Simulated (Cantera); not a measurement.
An adiabatic, constant-pressure homogeneous reactor starts with H₂ : O₂ : N₂ = 1 : 0.82 : 3.08 (molar parts), at 1123 K and 1.00 bar. Integrator tolerance rtol = 1e-08.

Model: GRI-Mech 3.0 (53 species, 325 reactions), integrated in Cantera.

**Question.** What does this change do: 0.096 parts CO2 added?

**Answer.** 
```
quantity                                                            before                                      after
---------------------------------  ---------------------------------------  -----------------------------------------
time of steepest temperature rise                                  75.6 µs                                    77.5 µs
temperature at 4.00 s                                               2445 K                                     2408 K
equilibrium temperature                                             2445 K                                     2408 K
x(H₂) at 4.00 s                    0.00385 (gas-phase equilibrium 0.00385)    0.00314 (gas-phase equilibrium 0.00314)
x(O₂) at 4.00 s                      0.0643 (gas-phase equilibrium 0.0643)      0.0643 (gas-phase equilibrium 0.0643)
x(NO) at 4.00 s                      0.0108 (gas-phase equilibrium 0.0108)    0.00999 (gas-phase equilibrium 0.00999)
x(H) at 4.00 s                     0.00123 (gas-phase equilibrium 0.00123)  0.000934 (gas-phase equilibrium 0.000934)
x(H₂O) at 4.00 s                       0.214 (gas-phase equilibrium 0.214)        0.211 (gas-phase equilibrium 0.211)
```
